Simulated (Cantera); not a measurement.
Catalytic combustion on Pt

An isothermal plug-flow reactor at 573 K and 0.730 atm (inlet), inlet velocity 0.19 m/s, active area per volume 220 1/m; feed 0.659 % H2, 16.7 % O2, 82.6 % N2, equivalence ratio 0.020.

Cantera simulation using Deutschmann's 1995 Pt surface mechanism with GRI-Mech 3.0 gas chemistry; the numbers are that mechanism's predictions, not measurements. Catalytic surfaces can have several steady states; this one follows from the mechanism file's or the stated starting coverage. Mass transfer to the wall is taken as infinitely fast.

```json
[
 {"z (m)": "0.00045", "x H2": "0.00338", "x O2": "0.166", "x H2O": "0.00322", "θ free Pt": "0.0325", "θ O*": "0.962", "θ OH*": "0.00568"},
 {"z (m)": "0.00096", "x H2": "0.00217", "x O2": "0.165", "x H2O": "0.00443", "θ free Pt": "0.0210", "θ O*": "0.974", "θ OH*": "0.00496"},
 {"z (m)": "0.0021", "x H2": "0.00121", "x O2": "0.165", "x H2O": "0.00540", "θ free Pt": "0.0117", "θ O*": "0.984", "θ OH*": "0.00393"},
 {"z (m)": "0.0045", "x H2": "0.000621", "x O2": "0.165", "x H2O": "0.00599", "θ free Pt": "0.00604", "θ O*": "0.991", "θ OH*": "0.00293"},
 {"z (m)": "0.0096", "x H2": "0.000305", "x O2": "0.165", "x H2O": "0.00630", "θ free Pt": "0.00300", "θ O*": "0.995", "θ OH*": "0.00210"},
 {"z (m)": "0.021", "x H2": "0.000141", "x O2": "0.165", "x H2O": "0.00647", "θ free Pt": "0.00145", "θ O*": "0.997", "θ OH*": "0.00147"},
 {"z (m)": "0.045", "x H2": "6.20e-5", "x O2": "0.165", "x H2O": "0.00655", "θ free Pt": "0.000763", "θ O*": "0.998", "θ OH*": "0.00107"}
]
```
x: gas mole fraction; θ: surface coverage.
